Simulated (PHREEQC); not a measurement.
A column of 1 m (30 cells, dispersivity 0.05 m, 60 s a shift, diffusion coefficient 3e-10 m²/s) holds 0.04 eq of the database's cation exchanger X per kg of pore water, first in equilibrium with 0.0079 mol/kgw SrCl2, 0.013 mol/kgw CaCl2 and 1e-05 mol/kgw HCl. It is flushed with 0.02 mol/kgw NH4Cl, 0.0021 mol/kgw KCl and 1e-05 mol/kgw HCl, at 25 °C. Values are for the last cell. No CO2 enters from the air. Nothing may precipitate in this run.

Base run: PHREEQC, ion-association model, phreeqc.dat. Each further column changes one thing. The table gives NH4 in solution (mol/kgw).

| pore volumes | base | exchange capacity from 0.04 to 0.02 eq/kgw | dispersivity from 0.05 to 0.1 m |
|---|---|---|---|
| 0 | 0 | 0 | 0 |
| 0.6167 | 9.75e-5 | 0.000385 | 0.000622 |
| 1.217 | 0.00420 | 0.00789 | 0.00592 |
| 1.817 | 0.00981 | 0.0137 | 0.0106 |
| 2.417 | 0.0134 | 0.0163 | 0.0135 |
| 3.017 | 0.0154 | 0.0176 | 0.0153 |
| 3.617 | 0.0165 | 0.0183 | 0.0164 |
| 4.217 | 0.0173 | 0.0187 | 0.0171 |
| 4.817 | 0.0178 | 0.0190 | 0.0177 |
| 5.417 | 0.0182 | 0.0192 | 0.0180 |
| 6.017 | 0.0184 | 0.0194 | 0.0183 |
